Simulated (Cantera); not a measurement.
An adiabatic, constant-pressure homogeneous reactor starts with CH4 : O2 : N2 = 1 : 2 : 7.52 (molar parts), equivalence ratio 1.0, at 1750 K and 1200000 Pa. Integrator tolerance rtol = 1e-08.

Model: GRI-Mech 3.0 (53 species, 325 reactions), integrated in Cantera. The pressure lies above the range GRI-Mech 3.0 was tuned for (to about 10 atm). Above 3000 K some thermodynamic fits are extrapolated.

Question: What does this change do: pressure from 1200000 Pa to 100000 Pa?

Answer: 
| quantity | before | after |
|---|---|---|
| time of steepest temperature rise | 20.3 µs | 0.155 ms |
| temperature at 0.600 s | 3014 K | 2819 K |
| equilibrium temperature | 3014 K | 2819 K |
| x(CH4) at 0.600 s | <1e-12 (gas-phase equilibrium <1e-12) | <1e-12 (gas-phase equilibrium <1e-12) |
| x(O2) at 0.600 s | 0.0164 (gas-phase equilibrium 0.0164) | 0.0221 (gas-phase equilibrium 0.0221) |
| x(CH2O) at 0.600 s | 3.20e-9 (gas-phase equilibrium 3.20e-9) | 4.21e-10 (gas-phase equilibrium 4.21e-10) |
| x(CH2CO) at 0.600 s | <1e-12 (gas-phase equilibrium <1e-12) | <1e-12 (gas-phase equilibrium <1e-12) |
| x(NO) at 0.600 s | 0.0127 (gas-phase equilibrium 0.0127) | 0.0113 (gas-phase equilibrium 0.0113) |
| x(NO2) at 0.600 s | 7.02e-6 (gas-phase equilibrium 7.02e-6) | 2.43e-6 (gas-phase equilibrium 2.43e-6) |

Question: What does this change do: 0.068 parts C2H6 added?

Answer: 
```
quantity                                                            before                                    after
---------------------------------  ---------------------------------------  ---------------------------------------
time of steepest temperature rise                                  20.3 µs                                  10.1 µs
temperature at 0.600 s                                              3014 K                                   3041 K
equilibrium temperature                                             3014 K                                   3041 K
x(CH4) at 0.600 s                    <1e-12 (gas-phase equilibrium <1e-12)    <1e-12 (gas-phase equilibrium <1e-12)
x(O2) at 0.600 s                     0.0164 (gas-phase equilibrium 0.0164)  0.00921 (gas-phase equilibrium 0.00921)
x(CH2O) at 0.600 s                 3.20e-9 (gas-phase equilibrium 3.20e-9)  6.54e-9 (gas-phase equilibrium 6.54e-9)
x(CH2CO) at 0.600 s                  <1e-12 (gas-phase equilibrium <1e-12)    <1e-12 (gas-phase equilibrium <1e-12)
x(NO) at 0.600 s                     0.0127 (gas-phase equilibrium 0.0127)  0.00969 (gas-phase equilibrium 0.00969)
x(NO2) at 0.600 s                  7.02e-6 (gas-phase equilibrium 7.02e-6)  3.94e-6 (gas-phase equilibrium 3.94e-6)
```
